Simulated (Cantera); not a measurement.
Charge: 1 mol Si₃N₄, 0.25 mol O₂, a varied amount of N₂, at 1.33 mbar.

Cantera equilibrium calculation (NASA polynomials, part measured and part estimated; ideal gas, pure solids and liquids). Candidate condensed phases: Si, SiO₂, Si₂N₂O, Si₃N₄; 16 gas species. Mutual solubility and eutectic melting of coexisting phases are not modelled. Kinetics and transport are ignored.

What condenses at these points (T in K, n(N₂) in mol): (1498, 13); (1498, 9.4); (1698, 4.9); (1748, 6.8); (1348, 13); (1648, 67); (1448, 67)?


| T (K) | n(N₂) in mol | condensed phases | Si condensed (%) |
|---|---|---|---|
| 1498 | 13 | Si₂N₂O + Si₃N₄ | 99.9 |
| 1498 | 9.4 | Si₂N₂O + Si₃N₄ | 99.9 |
| 1698 | 4.9 | Si + Si₂N₂O | 87.2 |
| 1748 | 6.8 | Si | 83.0 |
| 1348 | 13 | Si₂N₂O + Si₃N₄ | 100.0 |
| 1648 | 67 | Si₃N₄ | 83.0 |
| 1448 | 67 | Si₂N₂O + Si₃N₄ | 99.9 |
